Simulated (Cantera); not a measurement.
An isothermal, constant-pressure homogeneous reactor starts with 0.725 % H2, 99.3 % O2, equivalence ratio 0.0037, at 1175 K and 1330 Pa.

Computed with Cantera and the H2/O2 subset of GRI-Mech 3.0, which has no nitrogen chemistry. Radical loss at walls, strong at low pressure, is not modelled.

x: mole fraction; the columns are a selection and need not sum to one.

```tsv
t (s)	x H2	x O2	x H2O	x H2O2	x H
0.000500	0.00725	0.993	9.59e-10	<1e-12	4.31e-10
0.00136	0.00725	0.993	1.17e-8	1.74e-12	1.59e-9
0.00370	0.00725	0.993	4.51e-7	1.29e-11	3.72e-8
0.0100	___	0.991	___	___	___
0.0273	2.32e-5	0.986	0.00685	1.40e-8	0.000230
0.0743	___	0.988	0.00692	1.36e-8	___
0.202	1.14e-5	0.990	0.00702	1.29e-8	8.20e-5
0.549	4.55e-6	0.991	0.00714	1.09e-8	2.06e-5
1.49	1.14e-6	0.992	0.00721	7.02e-9	2.58e-6
4.06	2.17e-7	0.993	0.00725	2.97e-9	2.17e-7
11.0	4.05e-8	0.993	0.00726	8.82e-10	1.78e-8
30.0	8.67e-9	0.993	0.00727	2.36e-10	1.78e-9
```

Q: Complete the blanks.

A: 
- 0.0100, x H2: 0.00539
- 0.0100, x H2O: 0.00142
- 0.0100, x H2O2: 2.60e-8
- 0.0100, x H: 0.000138
- 0.0743, x H2: 1.82e-5
- 0.0743, x H: 0.000168
